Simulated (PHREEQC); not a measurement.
Consider water at 20 °C with 0.42 mol Na2SO4 and 0.0082 mol H3BO3 per kg of water. Closed to the air; pH follows from the charge balance.

Model: Pitzer model, pitzer.dat, run in PHREEQC.

This is a speciation only: nothing precipitates in the calculation.

Predict the pH.

pH 5.94.

Species that the database lacks are ignored. In brines, pH and single-ion activities rest on the MacInnes convention.
